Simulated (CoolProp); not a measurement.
Dry air along the isobar 14.3 bar: density (kg/m³) from the reference equation and from simpler models built on Tc = 132.5 K, pc = 37.86 bar, ω = 0.034; each cubic takes its own stable root.

The numbers come from the reference Helmholtz-energy equation of state, Lemmon 2000 in CoolProp. It is a pseudo-pure fit of the blend.

| T (K) | phase | reference |
|---|---|---|
| 72.4 | liquid | 907.0 |
| 91.8 | liquid | 816.9 |
| 130.5 | gas | 44.85 |
| 149.9 | gas | 36.60 |
| 169.3 | gas | 31.32 |
| 188.6 | gas | 27.55 |
| 208 | gas | 24.66 |
| 227.4 | gas | 22.35 |
| 246.7 | gas | 20.47 |
| 266.1 | gas | 18.90 |
| 285.5 | gas | 17.55 |
| 304.8 | gas | 16.40 |
| 324.2 | gas | 15.39 |
| 343.6 | gas | 14.50 |
| 362.9 | gas | 13.71 |

Question: How far does each simpler model (van der Waals, Redlich-Kwong) lie from the reference over these 15 states: mean and median of the absolute difference, and the worst?

Answer: 
- van der Waals: mean 4.5 %, median 0.6 %, worst -29.5 % at 72.4 K and 14.3 bar
- Redlich-Kwong: mean 0.6 %, median 0.2 %, worst +4.0 % at 72.4 K and 14.3 bar
